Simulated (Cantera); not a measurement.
Input (Python, Cantera) and output of one run.

```python
import numpy as np
import cantera as ct

gas_names = """
    C CN CO CO2 C2 CCN CNC C2N2 C2O C3 C3O2 C4 C4N2 C5 N NCO NO NO2 NO3 N2 N2O O O2 O3 Si SiC SiC2 SiN
    SiO SiO2 Si2 Si2C Si2N Si3
""".split()
cond_names = """
    C(gr) Si(cr) Si(L) SiC(b) SiO2(Lqz) SiO2(hqz) SiO2(L) Si2N2O(s) Si3N4(a)
""".split()


# ... load() reads the species with a 1 bar reference pressure and builds the phases ...
atoms = {
    'Si3N4': {'Si': 3, 'N': 4},
    'CO2': {'C': 1, 'O': 2},
    'N2': {'N': 2},
}
top_T = {'C(gr)': 4500, 'SiC(b)': 3050, 'Si2N2O(s)': 2100, 'Si3N4(a)': 2400}  # K; cautious upper limits of use, not melting points


# ... equilibrate(T, P, feed) seeds the gas with the atoms and calls Mixture.equilibrate('TP', solver="vcs", rtol=1e-11, max_steps=5000) ...
results = []
feed = {'Si3N4': 1, 'CO2': 0.8, 'N2': 2}  # mol
P = 101325  # Pa
for T in [1425, 1475, 1525, 1575, 1625, 1675, 1725, 1775, 1825, 1875]:
    mix = equilibrate(T, P, feed)
    results.append((T, P, feed, dict(zip(mix.species_names, mix.species_moles))))
    x = sorted(zip(gas.X, gas.species_names), reverse=True)
    print(f"T = {T:g} K  P = {P:g} Pa  gas = {mix.phase_moles(0):.4g} mol")
    print("   x: " + "  ".join(f"{s} {v:.3e}" for v, s in x if v > 0.001))
    print("   condensed (mol): " + ("  ".join(f"{mix.phase(i).name} {mix.phase_moles(i):.4g}"
          for i in range(1, mix.n_phases) if mix.phase_moles(i) > 1e-12) or "none"))
```

Output:

```
T = 1425 K  P = 101325 Pa  gas = 2.6 mol
   x: N2 9.615e-01  CO 3.846e-02
   condensed (mol): C(gr) 0.7  Si2N2O(s) 1.5
T = 1475 K  P = 101325 Pa  gas = 2.6 mol
   x: N2 9.615e-01  CO 3.846e-02
   condensed (mol): C(gr) 0.7  Si2N2O(s) 1.5
T = 1525 K  P = 101325 Pa  gas = 2.6 mol
   x: N2 9.615e-01  CO 3.846e-02
   condensed (mol): C(gr) 0.7  Si2N2O(s) 1.5
T = 1575 K  P = 101325 Pa  gas = 2.6 mol
   x: N2 9.615e-01  CO 3.846e-02
   condensed (mol): C(gr) 0.7  Si2N2O(s) 1.5
T = 1625 K  P = 101325 Pa  gas = 2.6 mol
   x: N2 9.615e-01  CO 3.846e-02
   condensed (mol): C(gr) 0.7  Si2N2O(s) 1.5
T = 1675 K  P = 101325 Pa  gas = 2.6 mol
   x: N2 9.615e-01  CO 3.845e-02
   condensed (mol): C(gr) 0.7  Si2N2O(s) 1.5
T = 1725 K  P = 101325 Pa  gas = 2.6 mol
   x: N2 9.615e-01  CO 3.843e-02
   condensed (mol): C(gr) 0.7001  Si2N2O(s) 1.5
T = 1775 K  P = 101325 Pa  gas = 2.6 mol
   x: N2 9.615e-01  CO 3.840e-02
   condensed (mol): C(gr) 0.7001  Si2N2O(s) 1.5
T = 1825 K  P = 101325 Pa  gas = 2.611 mol
   x: N2 9.596e-01  CO 4.020e-02
   condensed (mol): C(gr) 0.6845  SiC(b) 0.01057  Si2N2O(s) 1.494
T = 1875 K  P = 101325 Pa  gas = 3.07 mol
   x: N2 8.908e-01  CO 1.083e-01
   condensed (mol): SiC(b) 0.4676  Si2N2O(s) 1.265
```

Cantera equilibrium calculation (NASA polynomials, part measured and part estimated; ideal gas, pure solids and liquids). Mutual solubility and eutectic melting of coexisting phases are not modelled.
